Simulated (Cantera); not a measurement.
Input (Python, Cantera) and output of one run.

```python
import numpy as np
import cantera as ct

gas_names = """
    AL ALCL ALCL2 ALCL3 ALH ALO ALOCL ALOH ALO2 ALO2H AL2 AL2CL6 AL2O AL2O2 CL CLO CL2 H HALO HCL HOCL
    HO2 H2 H2O H2O2 O OH O2 O3
""".split()
cond_names = """
    AL(cr) AL(L) ALCL3(s) ALCL3(L) AL2O3(a) AL2O3(L) H2O(s) H2O(L)
""".split()


# ... load() reads the species with a 1 bar reference pressure and builds the phases ...
atoms = {
    'AlCl3': {'AL': 1, 'CL': 3},
    'H2O': {'H': 2, 'O': 1},
    'H2': {'H': 2},
}
top_T = {}  # K; cautious upper limits of use, not melting points


# ... equilibrate(T, P, feed) seeds the gas with the atoms and calls Mixture.equilibrate('TP', solver="vcs", rtol=1e-11, max_steps=5000) ...
results = []
feed = {'AlCl3': 1, 'H2O': 16, 'H2': 21}  # mol
T = 1175  # K
P = 10000  # Pa
mix = equilibrate(T, P, feed)
results.append((T, P, feed, dict(zip(mix.species_names, mix.species_moles))))
print(gas.report(threshold=0.001))
for i in range(1, mix.n_phases):
    print(f"{mix.phase(i).name:16s} {mix.phase_moles(i):12.5e} mol")
```

Result:

```
       temperature   1175 K
          pressure   10000 Pa
           density   0.010978 kg/m^3
  mean mol. weight   10.725 kg/kmol
   phase of matter   gas

                          1 kg             1 kmol
                     ---------------   ---------------
          enthalpy       -6.4703e+06       -6.9397e+07  J
   internal energy       -7.3812e+06       -7.9166e+07  J
           entropy             21255        2.2797e+05  J/K
    Gibbs function       -3.1445e+07       -3.3726e+08  J
 heat capacity c_p            3344.1             35867  J/K
 heat capacity c_v            2568.9             27552  J/K

                      mass frac. Y      mole frac. X     chem. pot. / RT
                     ---------------   ---------------   ---------------
               HCL           0.26487          0.077922           -39.005
                H2           0.10253           0.54545            -20.83
               H2O            0.6326           0.37662           -53.425
     [  +26 minor]        1.4786e-07        3.2347e-07

AL(L)             0.00000e+00 mol
ALCL3(L)          0.00000e+00 mol
AL2O3(a)          5.00000e-01 mol
```

Method: chemical equilibrium by Gibbs-energy minimisation in Cantera with the NASA 1993 tables (ideal gas, pure condensed phases).
